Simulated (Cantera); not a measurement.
Charge: 1 mol Al, 1.3 mol O2, 85 mol H2, at 1552 °C and 0.100 bar.

Cantera equilibrium calculation (NASA polynomials, part measured and part estimated; ideal gas, pure solids and liquids). Candidate condensed phases: Al, Al2O3, H2O; 19 gas species. Kinetics and transport are ignored.

Base state: H2 0.986, H2O 0.0129, H 0.00138 (mole fractions); condensed: Al2O3(s).

### Question
What changes in the equilibrium state with this change: Al replaced by AlCl3?

### Answer
```json
[
 {"species": "H2", "before": "0.986", "after": "0.951"},
 {"species": "HCl", "before": "0", "after": "0.0346"},
 {"species": "H2O", "before": "0.0129", "after": "0.0127"},
 {"species": "Cl", "before": "0", "after": "3.77e-5"},
 {"species": "H", "before": "0.00138", "after": "0.00136"},
 {"species": "Al2O3(s), mol", "before": "0.500", "after": "0.500"}
]
```
Further candidate phases: AlCl3.
